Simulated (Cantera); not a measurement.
Charge: 1 mol Si, 0.029 mol H2O, 50 mol H2, held at 25.0 mbar.

Equilibrium computed with Cantera from the NASA thermochemical tables; the gas is ideal and each condensed phase is pure. Candidate condensed phases: H2O, Si, SiO2; 18 gas species. Mutual solubility and eutectic melting of coexisting phases are not modelled. The tables hold silica as quartz up to 1696 K and as liquid above; real silica turns to tridymite and cristobalite and melts near 1996 K. Gases not in the tables: Si2H6 and higher silanes. Equilibrium is a limit: real reactors are often held back by kinetics, nucleation or transport.

Problem. Which condensed phases are stable at each of these points (T (K)): 1098, 1198, 1298, 1398, 1498, 1598, 1698, 1798, 1898?

Solution. 
```json
[
 {"T (K)": "1098", "condensed phases": "Si(s) + SiO2(β-quartz)", "Si condensed (%)": "100.0"},
 {"T (K)": "1198", "condensed phases": "Si(s) + SiO2(β-quartz)", "Si condensed (%)": "99.9"},
 {"T (K)": "1298", "condensed phases": "Si(s) + SiO2(β-quartz)", "Si condensed (%)": "98.5"},
 {"T (K)": "1398", "condensed phases": "Si(s)", "Si condensed (%)": "97.1"},
 {"T (K)": "1498", "condensed phases": "Si(s)", "Si condensed (%)": "97.1"},
 {"T (K)": "1598", "condensed phases": "Si(s)", "Si condensed (%)": "97.1"},
 {"T (K)": "1698", "condensed phases": "Si(l)", "Si condensed (%)": "96.9"},
 {"T (K)": "1798", "condensed phases": "Si(l)", "Si condensed (%)": "96.2"},
 {"T (K)": "1898", "condensed phases": "Si(l)", "Si condensed (%)": "94.0"}
]
```

From 1098 K to 1298 K the condensed part is Si(s) + SiO2(β-quartz). From 1398 K to 1598 K the condensed part is Si(s). From 1698 K to 1898 K the condensed part is Si(l).
